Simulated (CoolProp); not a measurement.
Vapour pressure (bar) of carbonyl sulfide: the reference equation beside estimates from Tc = 105.6 °C, pc = 63.69 bar, ω = 0.098.

Values from CoolProp's reference Helmholtz-energy equation of state, Lemmon 2006. It is a short technical equation, of lower accuracy than the large ones.

| T (°C) | reference | Soave-Redlich-Kwong | Peng-Robinson |
|---|---|---|---|
| -84.35 | 0.1496 | 0.1465 | 0.1576 |
| -66.75 | 0.4380 | 0.4304 | 0.4508 |
| -49.25 | 1.057 | 1.043 | 1.072 |
| -31.65 | 2.221 | 2.204 | 2.233 |
| -14.15 | 4.166 | 4.157 | 4.169 |
| 3.45 | 7.196 | 7.216 | 7.190 |
| 21.05 | 11.60 | 11.69 | 11.60 |
| 38.55 | 17.67 | 17.87 | 17.70 |
| 56.15 | 25.81 | 26.17 | 25.92 |
| 73.65 | 36.31 | 36.84 | 36.56 |

Absolute difference from the reference over all 10 rows, mean and median: Soave-Redlich-Kwong 1.1 and 1.2 %, Peng-Robinson 1.2 and 0.5 %.
